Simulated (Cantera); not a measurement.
# Thermal oxidation and active oxidation of silicon: Si + CO2 + N2 + H2O

A closed system holds: 1 mol Si, 0.032 mol CO2, 1.9 mol N2, 0.017 mol H2O, at 1150 K and 1.90 bar.

Cantera equilibrium calculation (NASA polynomials, part measured and part estimated; ideal gas, pure solids and liquids). Candidate condensed phases: C, C6H6, C7H8, C8H18, H2O, Si, SiC, SiO2, Si2N2O, Si3N4; 151 gas species. N2 is the only nitrogen source here; it is nearly inert below about 1500 K, so the nitride shown seldom forms there in practice. Mutual solubility and eutectic melting of coexisting phases are not modelled. Equilibrium is a limit: real reactors are often held back by kinetics, nucleation or transport.

The x(N2) is 0.987, the x(H2) is 0.0133 and the x(CH4) is 7.85e-6. The x(HCN) is 4.79e-6. The n(C(graphite)) comes out as 0.0320 mol and the n(Si2N2O(s)) comes out as 0.0810 mol. The n(Si3N4(s)) is 0.279 mol, the gas amount comes out as 1.277 mol and the log10 activity of Si(s) (absent) is -5.68.
